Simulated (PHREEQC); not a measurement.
A solution holds 0.033 mol/kgw H3PO4, 0.012 mol/kgw K2HPO4 and 0.032 mol/kgw KCl, at 25 °C. Closed to the air; pH follows from the charge balance.

Equilibrium calculation in PHREEQC: ion-association model, phreeqc.dat.

```csv
quantity,before,after
pH,2.35,9.26
ionic strength (mol/kgw),0.0613,0.0670
H2PO4- (mol/kgw),0.0293,5.34e-5
HPO4-2 (mol/kgw),7.55e-7,0.0114
KHPO4- (mol/kgw),3.53e-8,0.000513
SI of Sylvite (KCl),-3.84,-3.85
```

**Question.** What was changed between the two runs?
A) diluted 5-fold with water
B) H3PO4 left out
C) K2HPO4 left out
D) temperature from 25 to 10 °C
E) H3PO4 replaced by K3PO4 at the same molality

**Answer.** B, H3PO4 left out

No solid was allowed to form.
